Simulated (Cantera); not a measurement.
Feed: 1 mol BN, 0.25 mol O2, 0.39 mol H2, at 602 °C and 5.10 mbar.

Cantera equilibrium calculation (NASA polynomials, part measured and part estimated; ideal gas, pure solids and liquids). Candidate condensed phases: B, BN, B2O3, B3O3H3, H2O; 39 gas species. The numbers say what is thermodynamically allowed, not how fast it happens.

Task: What is the equilibrium state?

Result: 
```json
{
 "x(H2)": "0.700",
 "x(N2)": "0.299",
 "x(H2O)": "0.000810",
 "x(NH3)": "2.44e-6",
 "n(BN(s))": "0.667 mol",
 "n(B2O3(l))": "0.167 mol",
 "gas_amount": "0.5565 mol",
 "log10 activity of B(s) (absent)": "-8.96",
 "log10 activity of B3O3H3(s) (absent)": "-18.40"
}
```
